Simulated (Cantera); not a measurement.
# Boron, boron nitride and boron oxide: borazine + H₂

Input: 1 mol borazine, 4.3 mol H₂, equilibrated at 10.5 Torr.

Method: chemical equilibrium by Gibbs-energy minimisation in Cantera with the NASA 1993 tables (ideal gas, pure condensed phases). Candidate condensed phases: B, BN; 15 gas species. The feed counts by its element totals alone. Mutual solubility and eutectic melting of coexisting phases are not modelled. The tables' values for BH₂ are old estimates; treat these amounts as uncertain. The numbers say what is thermodynamically allowed, not how fast it happens.

```
T (K)   x H₂      x N₂       x H     x BH₂       x B      x BH  n BN(s)   n B(s)  n B(l)
-----  -----  --------  --------  --------  --------  --------  -------  -------  ------
1575   1.000   6.75e-6  0.000351   1.29e-5  7.22e-10   1.42e-9     3.00        0       0
1675   0.999   2.56e-5  0.000981   4.96e-5   1.46e-8   1.64e-8     3.00        0       0
1775   0.997  0.000190   0.00244  0.000108   1.39e-7   9.54e-8     3.00  0.00197       0
1875   0.993   0.00115   0.00552  0.000216   1.03e-6   4.55e-7     2.98   0.0152       0
1975   0.982   0.00576    0.0115  0.000398   6.25e-6   1.84e-6     2.91   0.0821       0
2075   0.953    0.0247    0.0220  0.000675   3.17e-5   6.43e-6     2.63    0.369       0
2175   0.868    0.0927    0.0384   0.00102  0.000138   1.93e-5     1.48     1.51       0
2275   0.770     0.165    0.0630   0.00144  0.000528   5.16e-5        0     2.98       0
2375   0.733     0.161     0.102   0.00203   0.00175  0.000127        0        0    2.96
```
x: gas mole fraction; n: condensed amount in mol.

From 1575 K to 1675 K the condensed part is BN(s). From 1775 K to 2175 K the condensed part is B(s) + BN(s). At 2275 K the condensed part is B(s). At 2375 K the condensed part is B(l).
